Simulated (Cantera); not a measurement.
A closed system holds: 1 mol TEOS, 3.6 mol N2O, 0.81 mol H2, at 2023.15 K and 12000 Pa.

Equilibrium computed with Cantera from the NASA thermochemical tables; the gas is ideal and each condensed phase is pure. Candidate condensed phases: C, C6H6, C7H8, C8H18, H2O, Si, SiC, SiO2, Si2N2O, Si3N4; 151 gas species. The feed counts by its element totals alone. Equilibrium is a limit: real reactors are often held back by kinetics, nucleation or transport.

Base state: H2 0.487, CO 0.330, N2 0.162, SiO 0.0148, H 0.00383, HCN 0.00212, HNC 0.000126, C2H2 (acetylene) 9.54e-5 (mole fractions); condensed: SiC(s).

Task: What changes in the equilibrium state with this change: temperature from 2023.15 K to 875 K?

Result: 
```
species                before   after
-------------------  --------  ------
H2                      0.487   0.521
N2                      0.162   0.198
CO                      0.330   0.179
H2O                   4.41e-6  0.0457
CO2                   6.39e-7  0.0416
SiO                    0.0148   <1e-9
CH4                   5.32e-6  0.0142
H                     0.00383   <1e-9
HNC                  0.000126   <1e-9
SiC(s), mol             0.672       0
C(graphite), mol            0    3.73
SiO2(β-quartz), mol         0    1.00
```
